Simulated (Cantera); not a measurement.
Charge: 1 mol SiO₂, 1.2 mol MgO, 5.6 mol H₂O, held at 2450 K and 0.00840 bar.

Cantera equilibrium calculation (NASA polynomials, part measured and part estimated; ideal gas, pure solids and liquids). Candidate condensed phases: H₂O, Mg, MgO, Mg(OH)₂, MgSiO₃, Mg₂SiO₄, Si, SiO₂; 24 gas species. The tables' values for SiO₂, MgH are old estimates; treat these amounts as uncertain. Condensed phases not in the tables: alloys, solid solutions and most ternary compounds. The numbers say what is thermodynamically allowed, not how fast it happens.

Problem. What is the equilibrium state?

Solution. 
```
Item                                 Result
--------------------------------  ---------
x(H₂O)                                0.544
x(H₂)                                0.0983
x(O₂)                                0.0787
x(OH)                                0.0743
x(H)                                 0.0687
x(SiO)                               0.0655
x(O)                                 0.0345
x(Mg)                                0.0302
x(SiO₂)                             0.00237
n(Mg₂SiO₄(l))                     0.468 mol
gas amount                        7.834 mol
log10 activity of Mg(l) (absent)      -5.67
log10 activity of Si(l) (absent)      -7.57
```
